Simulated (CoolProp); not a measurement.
A single-stage vapour-compression cycle with isobutene: evaporating at 288.15 K (dew point), condensing at 316.15 K (bubble point), superheat 2 K, subcooling 8 K, compressor efficiency 0.8, no pressure losses. Each further row changes one setting.

Computed with CoolProp (reference Helmholtz-energy equation of state, Lemmon 2005). It is a short technical equation, of lower accuracy than the large ones.

```
case                              cooling COP  pressure ratio  discharge temperature (K)  refrigerating effect (kJ/kg)  volumetric capacity (kJ/m³)
--------------------------------  -----------  --------------  -------------------------  ----------------------------  ---------------------------
as stated                                7.74            2.28                      321.4                           325                         1810
evaporating temperature 293.15 K         9.77            1.95                      320.6                           332                         2150
condensing temperature 311.15 K          9.63            2.00                      316.2                           337                         1880
subcooling 13 K                          8.03            2.28                      321.4                           337                         1880
superheat 12 K                           7.79            2.28                      331.4                           342                         1830
compressor efficiency 0.7                6.77            2.28                      324.6                           325                         1810
```
